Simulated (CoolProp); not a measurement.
Vapour-liquid equilibrium of dimethyl carbonate (1) + n-heptane (2) at 350.3 K; x and y are mole fractions of (1).

Computed with CoolProp (multi-fluid Helmholtz-energy mixture model, Zhou 2011 and Span 2003; pair parameters Bell 2016).

```csv
x,"bubble pressure, mixture model (kPa)","bubble pressure, Raoult's law (kPa)","y, mixture model","y, Raoult's law"
0.05,60.78,52.59,0.182,0.063
0.2,77.15,54.68,0.429,0.241
0.35,___,56.77,0.525,0.406
0.5,86.37,58.87,___,0.559
0.65,___,60.96,0.615,0.702
0.8,84.56,63.05,0.675,0.835
0.95,74.20,65.14,0.850,0.960
```

Problem. Some entries are withheld; supply them.

Solution. 
- 0.35, bubble pressure, mixture model (kPa): 84.01
- 0.5, y, mixture model: 0.576
- 0.65, bubble pressure, mixture model (kPa): 86.65

The largest gap from Raoult's law is +48.0 % in bubble pressure, at x = 0.35. y crosses x between x = 0.5 and 0.65: the model has an azeotrope there.

The pair parameters rest on a limited set of measurements; away from them the model extrapolates.
